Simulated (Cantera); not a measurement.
Mixture: CH4 : H2 : O2 : N2 = 1 : 1.2 : 5 : 18.8 (molar parts), equivalence ratio 0.52, at 2.80 bar, adiabatic and at constant volume. Ignition delay is the time to a rise of 400 K.

Model: GRI-Mech 3.0 (53 species, 325 reactions), integrated in Cantera.

```json
[
 {"quantity": "delay at 1000 K", "before": "13.3 ms", "after": "16.6 ms"},
 {"quantity": "delay at 1100 K", "before": "0.823 ms", "after": "0.440 ms"},
 {"quantity": "delay at 1200 K", "before": "0.240 ms", "after": "96.1 µs"},
 {"quantity": "delay at 1300 K", "before": "0.103 ms", "after": "40.0 µs"},
 {"quantity": "delay at 1400 K", "before": "52.9 µs", "after": "22.3 µs"},
 {"quantity": "delay at 1500 K", "before": "30.6 µs", "after": "14.5 µs"},
 {"quantity": "delay at 1600 K", "before": "19.4 µs", "after": "10.4 µs"},
 {"quantity": "apparent activation energy between 1400 and 1600 K", "before": "94 kJ/mol", "after": "71 kJ/mol"}
]
```

### Question
What was changed between the two runs?
A. pressure from 2.80 bar to 9.50 bar
B. constant pressure in place of constant volume
C. CH4 1 to 0.49 parts
D. pressure from 2.80 bar to 26.0 bar

### Answer
C, CH4 1 to 0.49 parts
